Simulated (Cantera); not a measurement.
B₂H₆ + N₂ + NH₃ (boron, boron nitride and boron oxide)

Input: 1 mol B₂H₆, 0.31 mol N₂, a varied amount of NH₃, held at 13.5 Torr.

These are equilibrium values from Cantera (NASA tables, ideal gas, pure condensed phases), not measurements of a reactor. Candidate condensed phases: B, BN; 15 gas species. The feed counts by its element totals alone. Mutual solubility and eutectic melting of coexisting phases are not modelled. Rates play no part.

Stable condensed phases:

```
T in °C \ n(NH₃) in mol
         1.2 1.5   2 2.6 3.4 4.4 5.8 7.5
   2077    A   A   A   A   A   A   A   A
   1877    B   B   B   C   C   C   C   C
   1677    B   C   C   C   C   C   C   C
   1477    B   C   C   C   C   C   C   C
   1277    B   C   C   C   C   C   C   C
   1077    B   C   C   C   C   C   C   C
    877    B   C   C   C   C   C   C   C
    677    B   C   C   C   C   C   C   C
    477    B   C   C   C   C   C   C   C
```

A: B; B: B + BN; C: BN.
